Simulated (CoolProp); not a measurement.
A Linde-Hampson liquefier for ethane: isothermal reversible compression at 320 K from 1 atm to 10 MPa, throttling to 1 atm, return gas leaving the recuperator 0 K below the feed. Each further row changes one setting.

Model: reference Helmholtz-energy equation of state, Bücker 2006, in CoolProp.

```
case                        liquid yield per pass  compression work (kJ/kg of gas)
--------------------------  ---------------------  -------------------------------
as stated                                     ___                              338
high pressure 20 MPa                          ___                              ___
warm-end temperature 350 K                    ___                              ___
warm-end gap 5 K                              ___                              338
```

Problem. Fill in the missing entries.

Solution. 
- as stated, liquid yield per pass: 0.433
- high pressure 20 MPa, liquid yield per pass: 0.465
- high pressure 20 MPa, compression work (kJ/kg of gas): 366
- warm-end temperature 350 K, liquid yield per pass: 0.288
- warm-end temperature 350 K, compression work (kJ/kg of gas): 395
- warm-end gap 5 K, liquid yield per pass: 0.426
